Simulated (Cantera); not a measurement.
Feed: 1 mol SiC, 0.094 mol N2O, 400 mol H2, equilibrated at 2125 K and 0.000230 bar.

Cantera equilibrium calculation (NASA polynomials, part measured and part estimated; ideal gas, pure solids and liquids). Candidate condensed phases: C, C6H6, C7H8, C8H18, H2O, Si, SiC, SiO2, Si2N2O, Si3N4; 151 gas species. The numbers say what is thermodynamically allowed, not how fast it happens.

**Question.** What is the equilibrium state?

**Answer.** 
| Quantity | Result |
|---|---|
| x(H2) | 0.784 |
| x(H) | 0.212 |
| x(Si) | 0.00211 |
| x(C2H2 (acetylene)) | 0.000811 |
| x(CO) | 0.000209 |
| x(HCN) | 0.000175 |
| x(N2) | 0.000115 |
| x(SiC2) | 9.33e-5 |
| x(SiH) | 1.46e-5 |
| gas amount | 448.8 mol |
| log10 activity of C(graphite) (absent) | -0.10 |
| log10 activity of Si(l) (absent) | -2.55 |
